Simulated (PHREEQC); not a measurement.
Dissolve 0.01 mol/kgw Cu(NO3)2, 0.03 mol/kgw Fe(NO3)3, 5.2e-05 mol/kgw AlCl3 and 0.0015 mol/kgw KOH at 30 °C. It is in equilibrium with CO2 at log p = 0 (atm). Otherwise closed; pH follows from the charge balance.

Computed with PHREEQC (ion-association model, phreeqc.dat).

```json
{
  "pH": "1.94",
  "ionic_strength": "0.201 mol/kgw",
  "total_alkalinity": "-58.5 meq/kg"
}
```

```csv
species,molality,activity,log γ
NO3-,0.110,0.0761,-0.160
CO2,0.0284,0.0297,0.020
H+,0.0145,0.0115,-0.099
Fe+3,0.0145,0.00186,-0.892
Cu+2,0.01000,0.00324,-0.489
Fe2(OH)2+4,0.00473,4.20e-5,-2.052
FeOH+2,0.00470,0.00138,-0.531
K+,0.00150,0.00106,-0.149
Fe3(OH)4+5,0.000427,2.65e-7,-3.206
Cl-,0.000133,9.51e-5,-0.147
Fe(OH)2+,6.40e-5,4.76e-5,-0.128
```

This is a speciation only: nothing precipitates in the calculation. Saturation is exceeded, for instance for Hematite (slow to form), Goethite (slow to form); the values hold only as long as no solid forms. Complexes and solids missing from the database can't appear.
